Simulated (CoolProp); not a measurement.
Computed with CoolProp (reference Helmholtz-energy equation of state, Lemmon 2006). It is a short technical equation, of lower accuracy than the large ones.

Task: For carbonyl sulfide, give the phase and the cp (kJ/(kg K)), speed of sound (m/s) at 493.4 K and 101 kPa.

Result: 
- 493.4 K and 101 kPa: gas; cp 0.813, speed of sound 287
